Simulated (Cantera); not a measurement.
Input (Python, Cantera) and output of one run.

```python
import numpy as np
import cantera as ct

gas_names = """
    CL CLO CL2 H HCL HOCL HO2 H2 H2O H2O2 O OH O2 O3 Si SiCL SiCL2 SiCL3 SiCL4 SiH SiHCL3 SiH2 SiH2CL2
    SiH3 SiH3CL SiH4 SiO SiO2 Si2 Si3
""".split()
cond_names = """
    H2O(s) H2O(L) Si(cr) Si(L) SiO2(Lqz) SiO2(hqz) SiO2(L)
""".split()


# ... load() reads the species with a 1 bar reference pressure and builds the phases ...
atoms = {
    'SiCl4': {'Si': 1, 'CL': 4},
    'H2O': {'H': 2, 'O': 1},
    'H2': {'H': 2},
}
top_T = {}  # K; cautious upper limits of use, not melting points


# ... equilibrate(T, P, feed) seeds the gas with the atoms and calls Mixture.equilibrate('TP', solver="vcs", rtol=1e-11, max_steps=5000) ...
results = []
feed = {'SiCl4': 1, 'H2O': 1.1, 'H2': 96}  # mol
P = 1000  # Pa
for T in [873, 973, 1073, 1173, 1273, 1373, 1473, 1573, 1673]:
    mix = equilibrate(T, P, feed)
    results.append((T, P, feed, dict(zip(mix.species_names, mix.species_moles))))

top = {s: max(r[3][s] / sum(r[3][g] for g in gas_names) for r in results) for s in gas_names}
cols = sorted((s for s in top if top[s] > 0.001), key=lambda s: -top[s])[:8]
seen = [c for c in cond_names if any(r[3].get(c, 0) > 1e-12 for r in results)]
print("log10 of partial pressures in bar; condensed amounts in mol")
print(f"{'T/K':>10s}" + "".join(f"{s[:9]:>10s}" for s in cols + seen))
for T, P, feed, n in results:
    ng = sum(n[g] for g in gas_names)
    print(f"{T:10.4g}" + "".join(f"{np.log10(max(n[s] / ng * P / 1e5, 1e-99)):10.3f}" for s in cols)
          + "".join(f"{n.get(c, 0):10.4g}" for c in seen))
```

It prints:

```
log10 of partial pressures in bar; condensed amounts in mol
       T/K        H2       HCL       SiO     SiCL4     SiCL2         H    Si(cr) SiO2(hqz)
       873    -2.012    -3.644   -13.252    -4.380    -7.821   -11.336         0      0.55
       973    -2.012    -3.630   -10.304    -4.452    -6.076    -9.972         0      0.55
      1073    -2.014    -3.584    -8.080    -4.697    -4.922    -8.860         0      0.55
      1173    -2.016    -3.491    -6.616    -5.429    -4.610    -7.936    0.1107    0.5488
      1273    -2.016    -3.475    -5.411    -6.339    -4.520    -7.155    0.1065    0.5308
      1373    -2.018    -3.460    -4.450    -7.239    -4.573    -6.487         0    0.3736
      1473    -2.021    -3.406    -4.081    -8.758    -5.449    -5.909         0    0.1352
      1573    -2.022    -3.399    -4.041   -10.806    -6.855    -5.402         0   0.08805
      1673    -2.023    -3.399    -4.001   -12.465    -7.939    -4.955         0         0
```

Method: chemical equilibrium by Gibbs-energy minimisation in Cantera with the NASA 1993 tables (ideal gas, pure condensed phases). Mutual solubility and eutectic melting of coexisting phases are not modelled. The tables' values for SiCl3 are old estimates; treat these amounts as uncertain. The tables hold silica as quartz up to 1696 K and as liquid above; real silica turns to tridymite and cristobalite and melts near 1996 K.
